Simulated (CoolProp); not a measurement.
Saturated liquid density (kg/m³) of hydrogen chloride: the reference equation beside estimates from Tc = 324.7 K, pc = 83.14 bar, ω = 0.130. Rackett uses Z = 0.29056 − 0.08775 ω.

Model: reference Helmholtz-energy equation of state, Thol 2018, in CoolProp.

```csv
T (K),reference,Rackett,van der Waals,Redlich-Kwong,Soave-Redlich-Kwong
209.6,1130,1039,669.9,980.2,992.3
215.1,1115,1025,661.1,964.9,977.9
220.6,1100,1011,652.2,949.1,962.9
226,1085,997.1,643.1,933.0,947.6
231.5,1069,982.5,633.5,916.1,931.3
237,1052,967.5,623.7,898.5,914.4
242.5,1035,952.0,613.5,880.2,896.7
247.9,1018,936.4,603.0,861.5,878.5
253.4,1000,919.9,592.0,841.7,859.2
258.9,981.1,902.8,580.5,821.0,838.8
264.3,961.7,885.3,568.7,799.7,817.7
269.8,941.0,866.7,556.1,777.0,795.1
275.3,919.1,847.1,542.8,753.0,771.1
280.7,896.2,826.9,529.0,728.2,746.0
```

Absolute difference from the reference over all 14 rows, mean and median: Rackett 8.0 and 8.0 %, van der Waals 40.8 and 40.8 %, Redlich-Kwong 15.5 and 15.2 %, Soave-Redlich-Kwong 13.9 and 13.5 %.
